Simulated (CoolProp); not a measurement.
Properties of C3F8 (R218) along the isobar 0.101 MPa (Tc = 345.0 K, pc = 2.640 MPa, ω = 0.317).

Computed with CoolProp (reference Helmholtz-energy equation of state, Lemmon 2006). It is a short technical equation, of lower accuracy than the large ones.

```tsv
T (K)	phase	density (kg/m³)	cv (kJ/(kg K))	conductivity (mW/(m K))
293.8	gas	7.952	0.7410	12.1
304.3	gas	7.657	[?]	13.0
314.7	gas	7.387	0.7718	[?]
325.2	gas	7.134	0.7869	14.6
335.6	gas	6.902	0.8015	15.5
346	gas	6.684	[?]	16.3
356.5	gas	6.479	[?]	17.2
366.9	gas	6.289	0.8436	[?]
377.4	gas	6.108	0.8569	19.1
387.8	gas	5.939	0.8697	20.0
398.2	gas	5.779	0.8822	[?]
408.7	gas	5.627	0.8943	21.9
419.1	gas	5.484	0.9060	22.9
429.6	gas	5.347	0.9174	23.9
440	gas	5.217	[?]	24.8
```

Q: Some entries are withheld; supply them.

A: 
- 304.3, cv (kJ/(kg K)): 0.7565
- 314.7, conductivity (mW/(m K)): 13.8
- 346, cv (kJ/(kg K)): 0.8159
- 356.5, cv (kJ/(kg K)): 0.8300
- 366.9, conductivity (mW/(m K)): 18.1
- 398.2, conductivity (mW/(m K)): 20.9
- 440, cv (kJ/(kg K)): 0.9282

Thermal conductivity comes from a separate model (Huber 2003), an estimate that may be off by 10 % or more.
